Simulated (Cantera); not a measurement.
What does this Cantera script print?

```python
import numpy as np
import cantera as ct

gas_names = """
    O2 PbO B2O2 TiO SiO CO
""".split()
cond_names = """
    Pb(cr) Pb(L) B(b) B(L) Ti(a) Ti(b) Ti(L) Si(cr) Si(L) V(cr) V(L) V2O5(s) V2O5(L) C(gr) Nb(cr) Nb(L)
    NbO2(I) NbO2(II) NbO2(III) NbO2(L)
""".split()


# ... load() reads the species with a 1 bar reference pressure and builds the phases ...
species = {s.name: s for s in load("nasa_gas.yaml", gas_names) + load("nasa_condensed.yaml", cond_names)}
# Each term lists the table entries of one substance; the one whose range holds T is used.
reactions = {
    '2 Pb + O2(g) = 2 PbO(g)':
        [(-2, ['Pb(cr)', 'Pb(L)']), (-1, ['O2']), (2, ['PbO'])],
    '2 B + O2(g) = B2O2(g)':
        [(-2, ['B(b)', 'B(L)']), (-1, ['O2']), (1, ['B2O2'])],
    '2 Ti + O2(g) = 2 TiO(g)':
        [(-2, ['Ti(a)', 'Ti(b)', 'Ti(L)']), (-1, ['O2']), (2, ['TiO'])],
    '2 Si + O2(g) = 2 SiO(g)':
        [(-2, ['Si(cr)', 'Si(L)']), (-1, ['O2']), (2, ['SiO'])],
    '0.8 V + O2(g) = 0.4 V2O5':
        [(-0.8, ['V(cr)', 'V(L)']), (-1, ['O2']), (0.4, ['V2O5(s)', 'V2O5(L)'])],
    '2 C + O2(g) = 2 CO(g)':
        [(-2, ['C(gr)']), (-1, ['O2']), (2, ['CO'])],
    'Nb + O2(g) = NbO2':
        [(-1, ['Nb(cr)', 'Nb(L)']), (-1, ['O2']), (1, ['NbO2(I)', 'NbO2(II)', 'NbO2(III)', 'NbO2(L)'])],
}


def pick(names, T):
    return next(species[n] for n in names if species[n].thermo.min_temp <= T <= species[n].thermo.max_temp)


results = []
for label, terms in reactions.items():
    print(label)
    print("     T/K   dH/kJ  dS/(J/K)   dG/kJ   log10 K")
    for T in [775, 850, 925, 1000, 1075, 1150, 1225, 1300, 1375, 1450]:
        used = [(nu, pick(names, T)) for nu, names in terms]
        dH = sum(nu * s.thermo.h(T) for nu, s in used) / 1e6
        dS = sum(nu * s.thermo.s(T) for nu, s in used) / 1e3
        dG = dH - T * dS / 1e3
        logK = -dG * 1e6 / (ct.gas_constant * T * np.log(10))
        results.append((label, T, dH, dS, dG, logK, [s.name for _, s in used]))
        print(f"{T:8g} {dH:8.1f} {dS:8.1f} {dG:8.1f} {logK:8.2f}")
```

Result:

```
2 Pb + O2(g) = 2 PbO(g)
     T/K   dH/kJ  dS/(J/K)   dG/kJ   log10 K
     775    121.8    111.3     35.5    -2.39
     850    120.3    109.4     27.2    -1.67
     925    118.8    107.7     19.1    -1.08
    1000    117.3    106.2     11.1    -0.58
    1075    115.8    104.8      3.2    -0.15
    1150    114.4    103.5     -4.6     0.21
    1225    113.0    102.3    -12.4     0.53
    1300    111.6    101.2    -20.0     0.80
    1375    110.2    100.2    -27.5     1.05
    1450    108.8     99.2    -35.0     1.26
2 B + O2(g) = B2O2(g)
     T/K   dH/kJ  dS/(J/K)   dG/kJ   log10 K
     775   -456.9     25.0   -476.3    32.10
     850   -457.3     24.5   -478.1    29.38
     925   -457.8     23.9   -479.9    27.10
    1000   -458.3     23.4   -481.7    25.16
    1075   -458.8     22.9   -483.4    23.49
    1150   -459.4     22.4   -485.1    22.03
    1225   -460.0     21.9   -486.8    20.76
    1300   -460.6     21.4   -488.4    19.62
    1375   -461.3     20.9   -490.0    18.61
    1450   -461.9     20.4   -491.5    17.71
2 Ti + O2(g) = 2 TiO(g)
     T/K   dH/kJ  dS/(J/K)   dG/kJ   log10 K
     775    101.0    185.1    -42.4     2.86
     850     99.5    183.3    -56.2     3.46
     925     97.9    181.4    -69.9     3.95
    1000     96.1    179.6    -83.5     4.36
    1075     94.0    177.5    -96.8     4.71
    1150     90.9    174.8   -110.1     5.00
    1225     81.9    167.0   -122.7     5.23
    1300     80.5    165.9   -135.2     5.43
    1375     79.0    164.8   -147.6     5.61
    1450     77.3    163.5   -159.9     5.76
2 Si + O2(g) = 2 SiO(g)
     T/K   dH/kJ  dS/(J/K)   dG/kJ   log10 K
     775   -207.2    167.9   -337.4    22.74
     850   -208.4    166.5   -349.9    21.50
     925   -209.6    165.2   -362.4    20.46
    1000   -210.8    163.9   -374.7    19.57
    1075   -212.1    162.7   -387.0    18.80
    1150   -213.4    161.5   -399.1    18.13
    1225   -214.7    160.4   -411.2    17.53
    1300   -216.1    159.3   -423.2    17.00
    1375   -217.5    158.2   -435.1    16.53
    1450   -218.9    157.2   -446.9    16.10
0.8 V + O2(g) = 0.4 V2O5
     T/K   dH/kJ  dS/(J/K)   dG/kJ   log10 K
     775   -614.8   -166.0   -486.2    32.77
     850   -613.7   -164.7   -473.8    29.11
     925   -612.7   -163.5   -461.5    26.06
    1000   -585.6   -134.8   -450.8    23.55
    1075   -584.3   -133.6   -440.8    21.42
    1150   -583.1   -132.5   -430.8    19.57
    1225   -582.0   -131.5   -420.9    17.95
    1300   -580.9   -130.6   -411.0    16.52
    1375   -579.8   -129.8   -401.3    15.24
    1450   -578.8   -129.2   -391.6    14.11
2 C + O2(g) = 2 CO(g)
     T/K   dH/kJ  dS/(J/K)   dG/kJ   log10 K
     775   -221.6    179.3   -360.5    24.30
     850   -222.3    178.4   -373.9    22.98
     925   -223.1    177.5   -387.3    21.87
    1000   -224.0    176.6   -400.6    20.92
    1075   -224.9    175.7   -413.8    20.11
    1150   -225.8    174.9   -426.9    19.39
    1225   -226.8    174.1   -440.0    18.76
    1300   -227.7    173.3   -453.0    18.20
    1375   -228.7    172.6   -466.0    17.70
    1450   -229.7    171.9   -478.9    17.25
Nb + O2(g) = NbO2
     T/K   dH/kJ  dS/(J/K)   dG/kJ   log10 K
     775   -789.5   -177.1   -652.2    43.96
     850   -788.1   -175.3   -639.0    39.27
     925   -786.5   -173.5   -625.9    35.35
    1000   -784.7   -171.7   -613.0    32.02
    1075   -782.7   -169.8   -600.2    29.16
    1150   -777.2   -164.7   -587.7    26.69
    1225   -775.3   -163.1   -575.4    24.54
    1300   -773.9   -162.0   -563.2    22.63
    1375   -772.5   -161.0   -551.1    20.94
    1450   -771.3   -160.1   -539.1    19.42
```

Cantera with NASA thermochemical tables; ideal gases at 1 bar, condensed phases pure. Condensed species are held in their standard states even where they would react or evaporate.
